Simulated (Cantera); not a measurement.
## Adiabatic ignition

An adiabatic, constant-volume homogeneous reactor starts with 22.5 % H2, 16.3 % O2, 61.2 % N2, at 1475 K and 0.415 atm.

Detailed kinetics in Cantera: GRI-Mech 3.0 (53 species, 325 reactions).

```
t (s)     T (K)  P (bar)    x H2    x O2     x NO2     x NO      x H      x O
--------  -----  -------  ------  ------  --------  -------  -------  -------
1.00e-6    1475    0.420   0.225   0.163    <1e-12   <1e-12  7.26e-8  8.06e-9
3.35e-6    1475    0.420   0.225   0.163    <1e-12   <1e-12  3.89e-7  6.90e-8
1.12e-5    1475    0.420   0.225   0.163    <1e-12   <1e-12  1.38e-5  2.71e-6
3.76e-5    1643    0.465  0.0409  0.0727  1.43e-10  2.40e-6   0.0880   0.0329
0.000126   2338    0.633  0.0325  0.0574   9.02e-9  9.36e-5   0.0379   0.0264
0.000422   2782    0.731  0.0219  0.0524   5.37e-7  0.00191   0.0142   0.0145
0.00141    2785    0.730  0.0217  0.0495   2.45e-6  0.00869   0.0135   0.0135
0.00474    2779    0.728  0.0218  0.0470   4.14e-6   0.0150   0.0133   0.0128
0.0159     2779    0.728  0.0218  0.0468   4.26e-6   0.0154   0.0132   0.0127
0.0532     2779    0.728  0.0218  0.0468   4.26e-6   0.0154   0.0132   0.0127
0.178      2779    0.728  0.0218  0.0468   4.26e-6   0.0154   0.0132   0.0127
0.597      2779    0.728  0.0218  0.0468   4.26e-6   0.0154   0.0132   0.0127
2.00       2779    0.728  0.0218  0.0468   4.26e-6   0.0154   0.0132   0.0127
```
x: mole fraction; the columns are a selection and need not sum to one.

```
Quantity                                                            Result
---------------------------------  ---------------------------------------
time of steepest temperature rise                                  33.8 µs
temperature at 2.00 s                                               2779 K
equilibrium temperature                                             2779 K
x(H2) at 2.00 s                      0.0218 (gas-phase equilibrium 0.0218)
x(O2) at 2.00 s                      0.0468 (gas-phase equilibrium 0.0468)
x(NO2) at 2.00 s                   4.26e-6 (gas-phase equilibrium 4.26e-6)
```
